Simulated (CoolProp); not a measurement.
A closed Brayton cycle with carbon dioxide: compressor inlet 328.15 K and 9.3 MPa, high pressure 17.5 MPa, turbine inlet 790 K, compressor efficiency 0.8, turbine efficiency 0.85, recuperator effectiveness 0.9 (on enthalpy, no pinch check). Each further row changes one setting.

The numbers come from the reference Helmholtz-energy equation of state, Span 1996 in CoolProp.

```
case                           thermal efficiency (%)  net work (kJ/kg)  compressor to turbine work  compressor exit (K)  turbine exit (K)
-----------------------------  ----------------------  ----------------  --------------------------  -------------------  ----------------
as stated                                        25.8              46.6                        0.39                378.4             719.1
turbine inlet 740 K                              24.3              41.1                        0.42                378.4             671.6
compressor inlet 338.15 K                        24.8              41.8                        0.46                393.6             719.1
high pressure 14.9 MPa                           23.4              36.3                        0.38                365.3             736.9
recuperator effectiveness 0.5                    13.7              46.6                        0.39                378.4             719.1
```
